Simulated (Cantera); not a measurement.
Feed: 1 mol FeS, 200 mol H2, at 1125 °C and 0.000960 bar.

Method: chemical equilibrium by Gibbs-energy minimisation in Cantera with the NASA 1993 tables (ideal gas, pure condensed phases). Candidate condensed phases: Fe, FeS, FeS2, S; 8 gas species. Rates play no part.

Base state: H2 0.995, H2S 0.00392, S2 0.000425, SH 0.000216, H 0.000152, Fe 1.52e-5 (mole fractions); condensed: Fe(γ).

**Question.** What changes in the equilibrium state with this change: pressure from 0.000960 bar to 1 atm?

**Answer.** 
```csv
species,before,after
H2,0.995,0.995
H2S,0.00392,0.00499
SH,0.000216,8.45e-6
S2,0.000425,6.51e-7
Fe,1.52e-5,1.44e-8
H,0.000152,4.69e-6
"Fe(γ), mol",0.997,1.000
```
